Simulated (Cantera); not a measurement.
Gas mixture: 62.8 % C3H8, 37.2 % N2, at 4.93 atm, frozen composition.

Cantera's kinetic-theory transport with the Lennard-Jones parameters of GRI-Mech 3.0, ideal gas; thermal conductivity in the multicomponent form. The composition is frozen, though it would react at the higher temperatures.

One state of this run: ρ (kg/m³) = 1.64; cp (J/kg/K) = 3622; μ (µPa s) = 34.6; λ (mW/m/K) = 152; Pr = 0.825; D (cm²/s) H = 2.41; D (cm²/s) H2 = 1.50; D (cm²/s) NH3 = 0.482. D: mixture-averaged diffusion coefficient of that species in the mixture.

### Question
Which value of T (K) does it belong to?
A. 1400
B. 1600
C. 800
D. 600

### Answer
A, 1400
